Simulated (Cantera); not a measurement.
## Catalytic combustion on Pt

An isothermal plug-flow reactor at 825 K and 0.240 bar (inlet), inlet velocity 0.71 m/s, active area per volume 510 1/m; feed H2 : O2 : N2 = 0.0034 : 0.12 : 0.79 (molar parts).

Cantera simulation using Deutschmann's 1995 Pt surface mechanism with GRI-Mech 3.0 gas chemistry; the numbers are that mechanism's predictions, not measurements. Catalytic surfaces can have several steady states; this one follows from the mechanism file's or the stated starting coverage. Mass transfer to the wall is taken as infinitely fast.

```csv
z (m),x H2,x O2,x H2O,θ free Pt,θ O*
0.00011,0.00286,0.131,0.000867,0.0938,0.906
0.00022,0.00222,0.131,0.00150,0.0896,0.910
0.00043,0.00141,0.130,0.00231,0.0844,0.915
0.00083,0.000625,0.130,0.00310,0.0798,0.919
0.0016,0.000139,0.130,0.00359,0.0772,0.922
0.0031,7.92e-6,0.130,0.00372,0.0765,0.923
0.0059,3.80e-8,0.130,0.00373,0.0765,0.923
0.011,2.34e-12,0.130,0.00373,0.0765,0.923
```
x: gas mole fraction; θ: surface coverage.
